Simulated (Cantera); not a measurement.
A perfectly stirred reactor is fed with N2O : H2O = 1 : 0.0068 (molar parts), at 0.0316 atm; it is held at 1075 K, and followed from long to short residence time.

Detailed kinetics in Cantera: GRI-Mech 3.0 (53 species, 325 reactions). GRI-Mech 3.0 was tuned for natural gas; its chemistry of N2O as a main component is partial and can be far from experiment. Radical loss at walls, strong at low pressure, is not modelled. The mechanism lacks the step 2 NO + O2 → 2 NO2, which can matter for NO2 below about 1400 K. The temperature is held fixed by assumption; the heat of reaction is taken as removed at once.

Task: What does this change do: temperature 1075 to 1200 K?

Result: 
```json
[
 {"quantity": "x(N2O) at τ = 5.60 s", "before": "0.981", "after": "0.848"},
 {"quantity": "x(H2O) at τ = 5.60 s", "before": "0.00673", "after": "0.00642"},
 {"quantity": "x(O2) at τ = 5.60 s", "before": "0.00372", "after": "0.0437"},
 {"quantity": "x(NO) at τ = 5.60 s", "before": "0.000364", "after": "0.00909"},
 {"quantity": "x(H2O2) at τ = 5.60 s", "before": "1.15e-9", "after": "3.92e-10"},
 {"quantity": "x(N2O) at τ = 57.0 ms", "before": "0.993", "after": "0.992"},
 {"quantity": "x(H2O) at τ = 57.0 ms", "before": "0.00675", "after": "0.00675"},
 {"quantity": "x(O2) at τ = 57.0 ms", "before": "3.79e-5", "after": "0.000513"},
 {"quantity": "x(NO) at τ = 57.0 ms", "before": "4.81e-6", "after": "0.000112"},
 {"quantity": "x(H2O2) at τ = 57.0 ms", "before": "6.59e-10", "after": "1.24e-8"}
]
```
